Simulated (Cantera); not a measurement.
Charge: 1 mol C₂H₅OH, 1.9 mol O₂, held at 2500 °C and 35.0 bar.

Cantera equilibrium calculation (NASA polynomials, part measured and part estimated; ideal gas, pure solids and liquids). Candidate condensed phases: C, C₆H₆, C₇H₈, C₈H₁₈, H₂O; 110 gas species. The ideal-gas law is rough above about 30 bar. The numbers say what is thermodynamically allowed, not how fast it happens.

Base state: H₂O 0.438, CO 0.283, H₂ 0.155, CO₂ 0.116, H 0.00495, OH 0.00383, O₂ 8.76e-5, O 7.72e-5 (mole fractions); condensed: gas only.

What changes in the equilibrium state with this change: C₂H₅OH replaced by C?


| species | before | after |
|---|---|---|
| CO₂ | 0.116 | 0.504 |
| O₂ | 8.76e-5 | 0.474 |
| CO | 0.283 | 0.0167 |
| H₂O | 0.438 | 0 |
| H₂ | 0.155 | 0 |
| H | 0.00495 | 0 |
| OH | 0.00383 | 0 |
| O | 7.72e-5 | 0.00568 |

What changes in the equilibrium state with this change: O₂ from 1.9 to 0.015 mol?


```tsv
species	before	after
H₂	0.155	0.710
CO	0.283	0.255
C₂H₂ (acetylene)	<1e-9	0.0216
H₂O	0.438	8.40e-5
CO₂	0.116	4.37e-6
H	0.00495	0.0106
CH₄	3.97e-9	0.00179
C₄H₂	<1e-9	0.000274
CH₃	2.13e-9	0.000449
C₂H₄	<1e-9	0.000164
C(graphite), mol	0	0.779
```
